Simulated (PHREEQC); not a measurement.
**Acid rinse or clean: speciation**

Make-up at 75 °C: 0.022 mol/kgw HBr. It is in equilibrium with CO2 at log p = -2 (atm). Otherwise closed; pH follows from the charge balance.

All values are PHREEQC results (ion-association model, wateq4f.dat), not measurements.

No solid was allowed to form.

Estimate the pH.

pH 1.72.

At this temperature some constants are extrapolated from 25 °C, and those without enthalpy data are left unchanged.
